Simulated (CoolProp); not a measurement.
Values from CoolProp's reference Helmholtz-energy equation of state, Lemmon 2006. It is a short technical equation, of lower accuracy than the large ones.

Task: For acetone, give the phase and the Z, speed of sound (m/s), Joule-Thomson coefficient (K/MPa), isothermal compressibility (1/MPa) at 479.4 K and 0.647 MPa; 508.8 K and 0.647 MPa; 538.2 K and 0.647 MPa.

Result: 
- 479.4 K and 0.647 MPa: gas; Z 0.930, speed of sound 257, Joule-Thomson coefficient 14.9, isothermal compressibility 1.67
- 508.8 K and 0.647 MPa: gas; Z 0.944, speed of sound 268, Joule-Thomson coefficient 11.9, isothermal compressibility 1.64
- 538.2 K and 0.647 MPa: gas; Z 0.955, speed of sound 277, Joule-Thomson coefficient 9.72, isothermal compressibility 1.62
